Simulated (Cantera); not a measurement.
Input: 1 mol SiH₄, 34 mol N₂, equilibrated at 1800 K and 100 Torr.

Cantera equilibrium calculation (NASA polynomials, part measured and part estimated; ideal gas, pure solids and liquids). Candidate condensed phases: Si, Si₃N₄; 18 gas species. The numbers say what is thermodynamically allowed, not how fast it happens.

Base state: N₂ 0.943, H₂ 0.0565, H 0.000233 (mole fractions); condensed: Si₃N₄(s).

Task: What changes in the equilibrium state with this change: SiH₄ replaced by SiCl₄?

Result: 
| species | before | after |
|---|---|---|
| N₂ | 0.943 | 0.962 |
| SiCl₄ | 0 | 0.0206 |
| Cl | 0 | 0.00967 |
| H₂ | 0.0565 | 0 |
| SiCl₃ | 0 | 0.00539 |
| SiCl₂ | 0 | 0.00227 |
| H | 0.000233 | 0 |
| Cl₂ | 0 | 0.000125 |
| Si₃N₄(s), mol | 0.333 | 0 |
The tables' values for SiCl₃ are old estimates; treat these amounts as uncertain.
